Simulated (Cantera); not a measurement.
## Silicon oxide and oxynitride deposition: SiH₄ + O₂ + H₂ + CO₂

Input: 1 mol SiH₄, 0.13 mol O₂, 4.3 mol H₂, 0.17 mol CO₂, held at 0.133 bar.

Method: chemical equilibrium by Gibbs-energy minimisation in Cantera with the NASA 1993 tables (ideal gas, pure condensed phases). Candidate condensed phases: C, C₆H₆, C₇H₈, C₈H₁₈, H₂O, Si, SiC, SiO₂; 123 gas species. Mutual solubility and eutectic melting of coexisting phases are not modelled. The tables hold silica as quartz up to 1696 K and as liquid above; real silica turns to tridymite and cristobalite and melts near 1996 K. Equilibrium is a limit: real reactors are often held back by kinetics, nucleation or transport.

| T (°C) | x H₂ | x CH₄ | x SiO | x H | x SiH₄ | x H₂O | x CO | x SiH₂ | n Si(s) | n SiC(s) | n SiO₂(α-quartz) | n SiO₂(β-quartz) |
|---|---|---|---|---|---|---|---|---|---|---|---|---|
| 400 | 1.000 | 1.11e-5 | <1e-12 | <1e-12 | 1.35e-8 | <1e-12 | <1e-12 | <1e-12 | 0.530 | 0.170 | 0.300 | 0 |
| 450 | 1.000 | 9.55e-6 | <1e-12 | <1e-12 | 1.84e-8 | <1e-12 | <1e-12 | <1e-12 | 0.530 | 0.170 | 0.300 | 0 |
| 500 | 1.000 | 8.32e-6 | <1e-12 | 2.49e-12 | 2.39e-8 | <1e-12 | <1e-12 | <1e-12 | 0.530 | 0.170 | 0.300 | 0 |
| 550 | 1.000 | 7.32e-6 | <1e-12 | 2.01e-11 | 3.00e-8 | 4.74e-12 | <1e-12 | <1e-12 | 0.530 | 0.170 | 0.300 | 0 |
| 600 | 1.000 | 6.49e-6 | 8.85e-12 | 1.28e-10 | 3.66e-8 | 2.67e-11 | <1e-12 | 1.37e-12 | 0.530 | 0.170 | 0 | 0.300 |
| 650 | 1.000 | 5.81e-6 | 1.19e-10 | 6.70e-10 | 4.35e-8 | 1.24e-10 | <1e-12 | 8.30e-12 | 0.530 | 0.170 | 0 | 0.300 |
| 700 | 1.000 | 5.23e-6 | 1.22e-9 | 2.96e-9 | 5.08e-8 | 4.92e-10 | 1.81e-12 | 4.19e-11 | 0.530 | 0.170 | 0 | 0.300 |
| 750 | 1.000 | 4.75e-6 | 9.98e-9 | 1.13e-8 | 5.84e-8 | 1.69e-9 | 2.21e-11 | 1.80e-10 | 0.530 | 0.170 | 0 | 0.300 |
| 800 | 1.000 | 4.34e-6 | 6.67e-8 | 3.84e-8 | 6.61e-8 | 5.19e-9 | 2.12e-10 | 6.77e-10 | 0.530 | 0.170 | 0 | 0.300 |
| 850 | 1.000 | 3.99e-6 | 3.75e-7 | 1.17e-7 | 7.41e-8 | 1.44e-8 | 1.66e-9 | 2.26e-9 | 0.530 | 0.170 | 0 | 0.300 |
| 900 | 1.000 | 3.69e-6 | 1.82e-6 | 3.23e-7 | 8.22e-8 | 3.63e-8 | 1.09e-8 | 6.81e-9 | 0.530 | 0.170 | 0 | 0.300 |
| 950 | 1.000 | 3.44e-6 | 7.70e-6 | 8.23e-7 | 9.04e-8 | 8.50e-8 | 6.14e-8 | 1.87e-8 | 0.530 | 0.170 | 0 | 0.300 |
x: gas mole fraction; n: condensed amount in mol.

From 400 °C to 550 °C the condensed part is Si(s) + SiC(s) + SiO₂(α-quartz). From 600 °C to 950 °C the condensed part is Si(s) + SiC(s) + SiO₂(β-quartz). The main Si-bearing gas is SiH₄ at 400 °C and SiO at 950 °C.
